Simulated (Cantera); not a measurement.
A freely propagating, adiabatic, planar premixed flame of 37.2 % H2, 16.9 % O2, 45.8 % N2, equivalence ratio 1.1, unburnt at 425 K and 7.90 atm; multicomponent+Soret transport, grid criteria slope 0.08 and curve 0.16, no radiation.

Computed with Cantera and the H2/O2 subset of GRI-Mech 3.0, which has no nitrogen chemistry. The hydrogen kinetics of GRI-Mech 3.0 are dated; newer H2 mechanisms differ, most at raised pressure. Burning velocities carry a grid error of a few per cent, more on coarse grids.

x: mole fraction of selected species; z is measured from the peak of heat release.

```tsv
z (mm)	T (K)	u (m/s)	x H2	x O2	x H	x H2O2	x OH	x H2O
-0.0772	425	5.15	0.372	0.169	<1e-8	<1e-8	<1e-8	<1e-8
-0.0514	425	5.15	0.372	0.170	<1e-8	<1e-8	<1e-8	7.57e-8
-0.0386	425	5.14	0.372	0.170	<1e-8	<1e-8	<1e-8	1.07e-6
-0.0257	426	5.13	0.367	0.171	<1e-8	1.34e-7	<1e-8	1.88e-5
-0.0129	(withheld)	5.45	0.325	0.181	3.14e-6	2.99e-5	2.14e-5	0.00266
-0.00643	(withheld)	9.09	0.269	0.174	0.00178	0.000184	0.00136	0.0374
0	(withheld)	14.8	0.194	0.130	0.0153	6.18e-5	0.00427	0.131
0.00643	(withheld)	18.9	0.121	0.0747	0.0310	6.83e-6	0.0108	0.230
0.0129	(withheld)	21.1	0.0838	0.0419	0.0357	4.31e-6	0.0173	0.285
0.0257	(withheld)	23.3	0.0647	0.0219	0.0304	2.70e-6	0.0227	0.320
0.0514	2423	25.0	0.0582	0.0148	0.0205	1.90e-6	0.0228	0.341
0.103	2581	26.4	0.0519	0.0102	0.0128	1.44e-6	0.0201	0.359
0.206	2689	27.3	0.0459	0.00688	0.00815	1.13e-6	0.0168	0.373
```

**Question.** Fill in the missing entries.

**Answer.** 
- -0.0129, T (K): 480
- -0.00643, T (K): 840
- 0, T (K): 1399
- 0.00643, T (K): 1790
- 0.0129, T (K): 2009
- 0.0257, T (K): 2229
